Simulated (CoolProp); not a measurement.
Aqueous ethanol as a coolant, at 33 °C, 1 atm.

Model: Melinder's fits for secondary coolants, in CoolProp.

```json
[
 {"mass %": "4.6", "freezing point (°C)": "-1.9", "cp (kJ/(kg K))": "…", "viscosity (mPa s)": "0.886", "density (kg/m³)": "986.1", "conductivity (W/(m K))": "0.584"},
 {"mass %": "9", "freezing point (°C)": "-3.9", "cp (kJ/(kg K))": "4.258", "viscosity (mPa s)": "1.03", "density (kg/m³)": "979.1", "conductivity (W/(m K))": "0.552"},
 {"mass %": "13.4", "freezing point (°C)": "-6.3", "cp (kJ/(kg K))": "4.296", "viscosity (mPa s)": "1.19", "density (kg/m³)": "…", "conductivity (W/(m K))": "0.521"},
 {"mass %": "17.8", "freezing point (°C)": "-9.4", "cp (kJ/(kg K))": "4.315", "viscosity (mPa s)": "1.34", "density (kg/m³)": "966.0", "conductivity (W/(m K))": "…"},
 {"mass %": "22.3", "freezing point (°C)": "-13.0", "cp (kJ/(kg K))": "4.309", "viscosity (mPa s)": "1.49", "density (kg/m³)": "959.0", "conductivity (W/(m K))": "0.464"},
 {"mass %": "26.7", "freezing point (°C)": "-17.0", "cp (kJ/(kg K))": "4.280", "viscosity (mPa s)": "1.62", "density (kg/m³)": "951.7", "conductivity (W/(m K))": "…"},
 {"mass %": "31.1", "freezing point (°C)": "-21.2", "cp (kJ/(kg K))": "4.230", "viscosity (mPa s)": "1.71", "density (kg/m³)": "943.7", "conductivity (W/(m K))": "0.413"},
 {"mass %": "35.5", "freezing point (°C)": "-25.4", "cp (kJ/(kg K))": "4.167", "viscosity (mPa s)": "1.78", "density (kg/m³)": "935.1", "conductivity (W/(m K))": "0.389"},
 {"mass %": "40", "freezing point (°C)": "-29.5", "cp (kJ/(kg K))": "4.093", "viscosity (mPa s)": "1.82", "density (kg/m³)": "925.6", "conductivity (W/(m K))": "0.367"},
 {"mass %": "44.4", "freezing point (°C)": "-33.3", "cp (kJ/(kg K))": "4.016", "viscosity (mPa s)": "1.83", "density (kg/m³)": "915.9", "conductivity (W/(m K))": "0.345"},
 {"mass %": "48.8", "freezing point (°C)": "-36.7", "cp (kJ/(kg K))": "3.933", "viscosity (mPa s)": "1.84", "density (kg/m³)": "905.9", "conductivity (W/(m K))": "0.325"},
 {"mass %": "53.2", "freezing point (°C)": "-39.9", "cp (kJ/(kg K))": "3.842", "viscosity (mPa s)": "1.82", "density (kg/m³)": "895.8", "conductivity (W/(m K))": "0.306"}
]
```

Some entries are withheld; supply them.


- 4.6, cp (kJ/(kg K)): 4.210
- 13.4, density (kg/m³): 972.5
- 17.8, conductivity (W/(m K)): 0.492
- 26.7, conductivity (W/(m K)): 0.438
